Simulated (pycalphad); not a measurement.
Source of the numbers: pycalphad with the COST 507 light-alloy database (1999); pressure 1 atm. The data set is of 1999 and partly superseded. Phase fractions are per mole of atoms.

**Question.** Give the equilibrium state of Al-6.178Si (wt.%) at 850 K.

**Answer.** fcc, fraction 0.955, with 1.5 Si wt.%; diamond (Si), fraction 0.045, with >99.99 Si wt.%.

**Question.** Give the equilibrium state of Al-6.178Si (wt.%) at 890 K.

**Answer.** 
```
T = 890.00 K, P = 101325 Pa, N = 1 mol of atoms
G = -35176 J/mol, H = 27653 J/mol, S = 70.59 J/(mol K)  (SER reference)
chemical potentials (J/mol): Al -35331, Si -32725
phase             fraction      x(Al)      x(Si)
LIQUID              0.8747     0.9330     0.0670
FCC_A1              0.1253     0.9925     0.0075
```

FCC_A1 is fcc.
